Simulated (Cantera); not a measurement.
Input (Python, Cantera):

```python
import numpy as np
import cantera as ct

gas = ct.Solution("gri30.yaml")


def delay(T, t_max=10):
    gas.TPX = T, 46000, {'C3H8': 1, 'O2': 2.94, 'N2': 13.2}
    reactor = ct.IdealGasConstPressureReactor(gas, clone=False)
    net = ct.ReactorNet([reactor])
    net.rtol, net.atol = 1e-8, 1e-16
    while net.time < t_max:
        t_old, T_old = net.time, reactor.T
        net.step()
        if reactor.T > T + 400:  # ignition: a rise of 400 K
            return t_old + (T + 400 - T_old) / (reactor.T - T_old) * (net.time - t_old)
    return np.nan


taus = []
for T in [1225, 1300, 1375, 1450, 1525, 1600, 1675, 1750, 1825, 1900]:
    taus.append(delay(T))
    print(f"T0 = {T:6g} K   tau = {taus[-1]:.4e} s")
```

It prints:

```
T0 =   1225 K   tau = 6.2109e-03 s
T0 =   1300 K   tau = 1.6905e-03 s
T0 =   1375 K   tau = 5.8551e-04 s
T0 =   1450 K   tau = 2.5113e-04 s
T0 =   1525 K   tau = 1.2869e-04 s
T0 =   1600 K   tau = 7.5861e-05 s
T0 =   1675 K   tau = 4.9700e-05 s
T0 =   1750 K   tau = 3.5203e-05 s
T0 =   1825 K   tau = 2.6415e-05 s
T0 =   1900 K   tau = 2.0698e-05 s
```

Detailed kinetics in Cantera: GRI-Mech 3.0 (53 species, 325 reactions). GRI-Mech 3.0 was tuned for natural gas; its chemistry of propane as a main component is partial and can be far from experiment.
